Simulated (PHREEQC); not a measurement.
**Buffer: an equilibrium model**

Solution (25 °C): 0.0027 mol H3PO4 and 0.0004 mol Na2B4O7 per kg of water. Closed to the air; pH follows from the charge balance.

The numbers come from PHREEQC with the ion-association model, phreeqc.dat.

Each row changes one thing in this solution. This is a speciation only: nothing precipitates in the calculation.

```csv
case,pH,ionic strength (mol/kgw),H2PO4- (mol/kgw),H3PO4 (mol/kgw),HPO4-2 (mol/kgw)
as made,2.86,0.00226,0.00226,0.000439,1.18e-7
diluted 10-fold with water,3.75,0.000263,0.000263,?,9.60e-8
H3PO4 replaced by (NH4)2HPO4 at the same molality,8.44,0.00811,?,5.55e-11,0.00258
Na2B4O7 left out,2.70,0.00211,0.00211,0.000593,7.57e-8
H3PO4 from 0.0027 to 0.00405 mol/kgw,2.66,0.00311,0.00311,0.000941,?
diluted 100-fold with water,4.72,2.71e-5,2.68e-5,7.42e-8,8.98e-8
Na2B4O7 from 0.0004 to 0.0008 mol/kgw,3.10,0.00243,0.00243,0.000268,2.24e-7
diluted 2-fold with water,3.10,0.00121,0.00121,0.000135,1.08e-7
```

Question: Some entries are withheld; supply them.

Answer: 
- diluted 10-fold with water, H3PO4 (mol/kgw): 6.84e-6
- H3PO4 replaced by (NH4)2HPO4 at the same molality, H2PO4- (mol/kgw): 0.000114
- H3PO4 from 0.0027 to 0.00405 mol/kgw, HPO4-2 (mol/kgw): 1.06e-7

Species that the database lacks are ignored.
